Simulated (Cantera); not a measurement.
A perfectly stirred reactor is fed with 1.34 % CH4, 0.200 % C2H6, 1.60 % C3H8, 20.3 % O2, 76.4 % N2, 0.160 % H2O, at 2400 Torr; it is adiabatic with a 375 K inlet, and is followed from long to short residence time, starting on the burning branch (τ in s: 0.2, 0.087, 0.039, 0.017, 0.0077, 0.0034, 0.0015, 0.00068, 0.0003, 0.00013, 6e-05, 2.7e-05).

Computed with Cantera and GRI-Mech 3.0 (53 species, 325 reactions). GRI-Mech 3.0 was tuned for natural gas; its chemistry of propane as a main component is partial and can be far from experiment.

Question: Predict: blow-out, bracketed by the residence times tried; x(CH4) at τ = 0.200 s; x(C2H6) at τ = 0.200 s; x(C3H8) at τ = 0.200 s; x(HCO) at τ = 0.200 s; x(O2) at τ = 0.200 s; x(CH4) at τ = 1.50 ms; x(C2H6) at τ = 1.50 ms; x(C3H8) at τ = 1.50 ms; x(HCO) at τ = 1.50 ms; x(O2) at τ = 1.50 ms.

Answer: 
| Property | Value |
|---|---|
| blow-out, bracketed by the residence times tried | burning at 0.300 ms, out at 0.130 ms |
| x(CH4) at τ = 0.200 s | 1.79e-6 |
| x(C2H6) at τ = 0.200 s | 5.51e-8 |
| x(C3H8) at τ = 0.200 s | 4.29e-7 |
| x(HCO) at τ = 0.200 s | 2.28e-9 |
| x(O2) at τ = 0.200 s | 0.0876 |
| x(CH4) at τ = 1.50 ms | 4.53e-5 |
| x(C2H6) at τ = 1.50 ms | 1.71e-6 |
| x(C3H8) at τ = 1.50 ms | 1.40e-5 |
| x(HCO) at τ = 1.50 ms | 3.69e-7 |
| x(O2) at τ = 1.50 ms | 0.0893 |
